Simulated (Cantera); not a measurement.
A closed system holds: 1 mol SiCl₄, 3 mol H₂, equilibrated at 3.50 bar.

Equilibrium computed with Cantera from the NASA thermochemical tables; the gas is ideal and each condensed phase is pure. Candidate condensed phases: Si; 19 gas species. Kinetics and transport are ignored. All values below are at 800 K.

Base state: H₂ 0.737, SiCl₄ 0.237, HCl 0.0126, SiHCl₃ 0.0125, SiH₂Cl₂ 5.34e-5 (mole fractions); condensed: gas only.

### Question
What changes in the equilibrium state with this change: SiCl₄ replaced by Si?

### Answer
```
species      before  after
----------  -------  -----
H₂            0.737  1.000
SiCl₄         0.237      0
HCl          0.0126      0
SiHCl₃       0.0125      0
SiH₂Cl₂     5.34e-5      0
Si(s), mol        0  1.000
```
